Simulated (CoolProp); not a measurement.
Aqueous potassium carbonate as a coolant, at 24 °C, 1 atm.

Model: Melinder's fits for secondary coolants, in CoolProp.

| mass % | freezing point (°C) | density (kg/m³) | viscosity (mPa s) | Prandtl number | conductivity (W/(m K)) |
|---|---|---|---|---|---|
| 4.6 | -1.5 | 1039 | 1.01 | 6.59 | 0.601 |
| 7.1 | -2.4 | 1062 | 1.07 | 6.86 | 0.598 |
| 9.6 | -3.4 | 1086 | 1.15 | 7.18 | 0.596 |
| 12 | -4.5 | 1108 | 1.23 | 7.52 | 0.593 |
| 14.5 | -5.6 | 1133 | 1.32 | 7.91 | 0.591 |
| 16.9 | -6.9 | 1157 | 1.43 | 8.33 | 0.588 |
| 19.4 | -8.4 | 1182 | 1.55 | 8.82 | 0.586 |
| 21.8 | -10.1 | 1207 | 1.68 | 9.35 | 0.584 |
| 24.3 | -12.2 | 1234 | 1.85 | 10.0 | 0.582 |
| 26.8 | -14.7 | 1261 | 2.04 | 10.8 | 0.579 |
| 29.2 | -17.5 | 1288 | 2.26 | 11.7 | 0.576 |
| 31.7 | -21.1 | 1316 | 2.53 | 12.9 | 0.574 |
